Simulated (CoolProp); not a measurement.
Vapour-liquid equilibrium of n-hexane (1) + m-xylene (2) at 428.3 K; x and y are mole fractions of (1).

Model: multi-fluid Helmholtz-energy mixture model, Thol 2019 and Zhou 2012; pair parameters Bell 2016, in CoolProp.

```
x     bubble pressure, mixture model (bar)  bubble pressure, Raoult's law (bar)  y, mixture model  y, Raoult's law
----  ------------------------------------  -----------------------------------  ----------------  ---------------
0.05                                     ?                                1.871             0.210            0.222
0.15                                 2.602                                2.549             0.480            0.490
0.25                                     ?                                3.228             0.637            0.644
0.35                                     ?                                3.907             0.735            0.745
0.45                                     ?                                4.586             0.800            0.816
0.55                                 5.541                                5.265             0.848            0.869
0.65                                 6.166                                5.944             0.885            0.910
0.75                                     ?                                6.623             0.917            0.942
0.85                                     ?                                7.302             0.948            0.969
0.95                                 7.986                                7.980             0.982            0.990
```

Problem. Fill in the missing entries.

Solution. 
- 0.05, bubble pressure, mixture model (bar): 1.866
- 0.25, bubble pressure, mixture model (bar): 3.378
- 0.35, bubble pressure, mixture model (bar): 4.144
- 0.45, bubble pressure, mixture model (bar): 4.869
- 0.75, bubble pressure, mixture model (bar): 6.763
- 0.85, bubble pressure, mixture model (bar): 7.360

The largest gap from Raoult's law is +6.2 % in bubble pressure, at x = 0.45. No azeotrope shows between x = 0.05 and 0.95.

Pair parameters are fitted to limited data, so mixtures are less certain than the pure fluids.
